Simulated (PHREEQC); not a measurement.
## Alkaline etch or developer: speciation

Dissolve 0.0014 mol/kgw LiOH, 4.3e-06 mol/kgw H4SiO4 and 0.21 mol/kgw (CH3)4NCl at 25 °C. Closed to the air; pH follows from the charge balance.

Equilibrium calculation in PHREEQC: ion-association model, phreeqc.dat.

Each row changes one thing in this solution. This is a speciation only: nothing precipitates in the calculation.

```json
[
 {"case": "as made", "pH": "10.99", "H3SiO4- (mol/kgw)": "4.05e-6", "H4SiO4 (mol/kgw)": "1.91e-7", "SI of Quartz (SiO2)": "-2.71"},
 {"case": "0.13 mol/kgw KCl added", "pH": "10.97", "H3SiO4- (mol/kgw)": "4.05e-6", "H4SiO4 (mol/kgw)": "1.86e-7", "SI of Quartz (SiO2)": "-2.71"},
 {"case": "temperature from 25 to 60 °C", "pH": "10.00", "H3SiO4- (mol/kgw)": "3.64e-6", "H4SiO4 (mol/kgw)": "6.16e-7", "SI of Quartz (SiO2)": "-2.66"},
 {"case": "LiOH left out", "pH": "6.96", "H3SiO4- (mol/kgw)": "8.44e-9", "H4SiO4 (mol/kgw)": "4.29e-6", "SI of Quartz (SiO2)": "-1.36"},
 {"case": "diluted 100-fold with water", "pH": "9.12", "H3SiO4- (mol/kgw)": "7.28e-9", "H4SiO4 (mol/kgw)": "3.57e-8", "SI of Quartz (SiO2)": "-3.47"},
 {"case": "H4SiO4 replaced by H2SiF6 at the same molality", "pH": "10.98", "H3SiO4- (mol/kgw)": "4.04e-6", "H4SiO4 (mol/kgw)": "1.95e-7", "SI of Quartz (SiO2)": "-2.70"},
 {"case": "diluted 10-fold with water", "pH": "10.08", "H3SiO4- (mol/kgw)": "2.88e-7", "H4SiO4 (mol/kgw)": "1.41e-7", "SI of Quartz (SiO2)": "-2.87"},
 {"case": "temperature from 25 to 85 °C", "pH": "9.47", "H3SiO4- (mol/kgw)": "3.17e-6", "H4SiO4 (mol/kgw)": "1.10e-6", "SI of Quartz (SiO2)": "-2.69"},
 {"case": "temperature from 25 to 10 °C", "pH": "11.53", "H3SiO4- (mol/kgw)": "4.12e-6", "H4SiO4 (mol/kgw)": "1.01e-7", "SI of Quartz (SiO2)": "-2.76"}
]
```

(CH3)4N+ isn't in the database: it is added as a free cation with an ion size of 4 Å. Away from 25 °C the constants follow the database's enthalpies or fits; those with neither stay at their 25 °C values.
